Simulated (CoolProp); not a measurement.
A simple Rankine cycle with R236FA: condensing at 311.15 K, boiler at 1.46 MPa, turbine inlet 399 K, turbine efficiency 0.85, pump efficiency 0.6, no recuperator. Each further row changes one setting.

Model: reference Helmholtz-energy equation of state, Pan 2012, in CoolProp.

| case | thermal efficiency (%) | net work (kJ/kg) | heat in (kJ/kg) | turbine exit temperature (K) | volume ratio over the turbine |
|---|---|---|---|---|---|
| as stated | 8.9 | 18.5 | 209 | 367.6 | … |
| condensing temperature 303.15 K | 10.2 | 22.4 | … | 362.3 | 4.78 |
| boiler pressure 1.02 MPa | … | 14.2 | 215 | 377.9 | 2.52 |
| turbine efficiency 0.75 | 7.7 | 16.2 | 209 | 370.0 | 3.76 |

Problem. Some entries are withheld; supply them.

Solution. 
- as stated, volume ratio over the turbine: 3.73
- condensing temperature 303.15 K, heat in (kJ/kg): 219
- boiler pressure 1.02 MPa, thermal efficiency (%): 6.6
